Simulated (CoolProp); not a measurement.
Vapour-liquid equilibrium of ethane (1) + propane (2) at 0.165 MPa; x and y are mole fractions of (1).

Computed with CoolProp (multi-fluid Helmholtz-energy mixture model, Bücker 2006 and Lemmon 2009; pair parameters Kunz 2012).

**Question.** Give the bubble temperature and the first vapour's composition at x = 0.15, 0.65, 0.85. Is there an azeotrope?

**Answer.** x = 0.15: 228.0 K, y = 0.530; x = 0.65: 203.1 K, y = 0.945; x = 0.85: 197.5 K, y = 0.984. No azeotrope shows between x = 0.05 and 0.95.

Pair parameters are fitted to limited data, so mixtures are less certain than the pure fluids.
